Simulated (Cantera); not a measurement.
An adiabatic, constant-volume homogeneous reactor starts with CH4 : CO : O2 : N2 = 1 : 0.2 : 3.04 : 11.4 (molar parts), at 1425 K and 7500 Torr. Integrator tolerance rtol = 1e-08.

Computed with Cantera and GRI-Mech 3.0 (53 species, 325 reactions).

Task: What does this change do: initial temperature 1425 to 1650 K?

Result: 
| quantity | before | after |
|---|---|---|
| time of steepest temperature rise | 0.331 ms | 43.0 µs |
| temperature at 5.00 s | 2867 K | 2970 K |
| equilibrium temperature | 2867 K | 2970 K |
| x(CH4) at 5.00 s | <1e-12 (gas-phase equilibrium <1e-12) | <1e-12 (gas-phase equilibrium <1e-12) |
| x(CO) at 5.00 s | 0.0124 (gas-phase equilibrium 0.0124) | 0.0177 (gas-phase equilibrium 0.0177) |
| x(O2) at 5.00 s | 0.0527 (gas-phase equilibrium 0.0527) | 0.0527 (gas-phase equilibrium 0.0527) |
| x(C2H2) at 5.00 s | <1e-12 (gas-phase equilibrium <1e-12) | <1e-12 (gas-phase equilibrium <1e-12) |
| x(H2) at 5.00 s | 0.00316 (gas-phase equilibrium 0.00316) | 0.00462 (gas-phase equilibrium 0.00462) |
| x(OH) at 5.00 s | 0.0141 (gas-phase equilibrium 0.0141) | 0.0180 (gas-phase equilibrium 0.0180) |
| x(N2O) at 5.00 s | 4.64e-6 (gas-phase equilibrium 4.64e-6) | 5.02e-6 (gas-phase equilibrium 5.02e-6) |
